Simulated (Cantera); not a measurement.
A Cantera script and what it prints.

```python
import numpy as np
import cantera as ct

gas_names = """
    H HO2 H2 H2O H2O2 O OH O2 O3 Si SiH SiH2 SiH3 SiH4 SiO SiO2 Si2 Si3
""".split()
cond_names = """
    H2O(s) H2O(L) Si(cr) Si(L) SiO2(Lqz) SiO2(hqz) SiO2(L)
""".split()


def load(file, names, dense=False):
    # The tables refer to 1 bar. Condensed volumes are neglected.
    table = {s.name: s for s in ct.Species.list_from_file(file)}
    out = []
    for n in names:
        d = dict(table[n].input_data)
        d["thermo"] = dict(d["thermo"], **{"reference-pressure": 1e5})
        if dense:
            d["equation-of-state"] = {"model": "constant-volume", "density": "1e6 g/cm^3"}
        out.append(ct.Species.from_dict(d))
    return out


gas = ct.Solution(thermo="ideal-gas", species=load("nasa_gas.yaml", gas_names))
cond = {s.name: ct.Solution(thermo="fixed-stoichiometry", species=[s], name=s.name)
        for s in load("nasa_condensed.yaml", cond_names, dense=True)}
atoms = {
    'Si2H6': {'Si': 2, 'H': 6},
    'O2': {'O': 2},
    'H2': {'H': 2},
}
top_T = {}  # K; cautious upper limits of use, not melting points


def equilibrate(T, P, feed):
    n = {}
    for name, mol in feed.items():
        for a, k in atoms[name].items():
            n[a] = n.get(a, 0.0) + k * mol
    gas.TPX = T, P, n
    mass = sum(n.values()) * gas.mean_molecular_weight
    gas.equilibrate("TP")
    valid = [c for c in cond.values() if c.min_temp <= T <= top_T.get(c.name, c.max_temp)]
    mix = ct.Mixture([(gas, mass / gas.mean_molecular_weight)] + [(c, 0.0) for c in valid])
    mix.T, mix.P = T, P
    mix.equilibrate("TP", solver="vcs", rtol=1e-11, max_steps=5000)
    return mix


results = []
T = 1273  # K
P = 14  # Pa
for m in [0.11, 0.21, 0.4, 0.76, 1.5, 2.8, 5.4]:
    feed = {'Si2H6': 1, 'O2': m, 'H2': 0.64}  # mol
    mix = equilibrate(T, P, feed)
    results.append((T, P, feed, dict(zip(mix.species_names, mix.species_moles))))

top = {s: max(r[3][s] / sum(r[3][g] for g in gas_names) for r in results) for s in gas_names}
cols = sorted((s for s in top if top[s] > 0.0001), key=lambda s: -top[s])[:8]
seen = [c for c in cond_names if any(r[3].get(c, 0) > 1e-12 for r in results)]
print("log10 of partial pressures in bar; condensed amounts in mol")
print(f"{'n(O2)':>10s}" + "".join(f"{s[:9]:>10s}" for s in cols + seen))
for T, P, feed, n in results:
    ng = sum(n[g] for g in gas_names)
    print(f"{feed['O2']:10.4g}" + "".join(f"{np.log10(max(n[s] / ng * P / 1e5, 1e-99)):10.3f}" for s in cols)
          + "".join(f"{n.get(c, 0):10.4g}" for c in seen))
```

Output:

```
log10 of partial pressures in bar; condensed amounts in mol
     n(O2)        H2       H2O        O2       SiO        OH    Si(cr) SiO2(hqz)
      0.11    -3.866   -10.597   -28.010    -5.411   -16.749     1.838   0.05813
      0.21    -3.866   -10.597   -28.010    -5.411   -16.749     1.738    0.1581
       0.4    -3.866   -10.597   -28.010    -5.411   -16.749     1.548    0.3481
      0.76    -3.866   -10.597   -28.010    -5.411   -16.749     1.188    0.7081
       1.5    -3.866   -10.597   -28.010    -5.411   -16.749    0.4481     1.448
       2.8    -4.105    -4.211   -14.759   -12.036   -10.243         0         2
       5.4    -9.098    -4.011    -4.373   -17.230    -7.547         0         2
```

Equilibrium computed with Cantera from the NASA thermochemical tables; the gas is ideal and each condensed phase is pure. The feed counts by its element totals alone. Mutual solubility and eutectic melting of coexisting phases are not modelled. The tables hold silica as quartz up to 1696 K and as liquid above; real silica turns to tridymite and cristobalite and melts near 1996 K.
